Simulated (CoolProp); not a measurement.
A simple Rankine cycle with n-perfluorohexane: condensing at 291.15 K, boiler at 0.82 MPa, turbine inlet 424.7 K, turbine efficiency 0.75, pump efficiency 0.6, no recuperator. Each further row changes one setting.

Model: reference Helmholtz-energy equation of state, Gao 2022, in CoolProp.

```csv
case,thermal efficiency (%),net work (kJ/kg),heat in (kJ/kg),turbine exit temperature (K),volume ratio over the turbine
as stated,11.8,24.3,205,389.0,46.2
turbine inlet 444.7 K,11.5,25.9,226,409.6,43.6
condensing temperature 283.15 K,12.6,27.0,213,386.1,67.6
boiler pressure 0.574 MPa,10.9,22.8,209,394.6,29.4
turbine efficiency 0.65,10.2,20.9,205,392.5,46.6
```
